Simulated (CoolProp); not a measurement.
A simple Rankine cycle with R1224YDZ: condensing at 330.15 K, boiler at 0.996 MPa, turbine inlet 406.3 K, turbine efficiency 0.6, pump efficiency 0.8, no recuperator. Each further row changes one setting.

Computed with CoolProp (reference Helmholtz-energy equation of state, Akasaka 2023).

| case | thermal efficiency (%) | net work (kJ/kg) | heat in (kJ/kg) | turbine exit temperature (K) | volume ratio over the turbine |
|---|---|---|---|---|---|
| as stated | 4.8 | 10.1 | 211 | 387.6 | 2.56 |
| turbine inlet 426.3 K | [?] | 10.9 | 231 | 408.3 | 2.53 |
| condensing temperature 322.15 K | 5.8 | [?] | 220 | [?] | [?] |
| boiler pressure 0.697 MPa | 3.0 | 6.45 | 215 | 395.7 | 1.75 |
| turbine efficiency 0.5 | 4.0 | [?] | 211 | 389.5 | 2.57 |

Some entries are withheld; supply them.


- turbine inlet 426.3 K, thermal efficiency (%): 4.7
- condensing temperature 322.15 K, net work (kJ/kg): 12.8
- condensing temperature 322.15 K, turbine exit temperature (K): 383.5
- condensing temperature 322.15 K, volume ratio over the turbine: 3.23
- turbine efficiency 0.5, net work (kJ/kg): 8.35
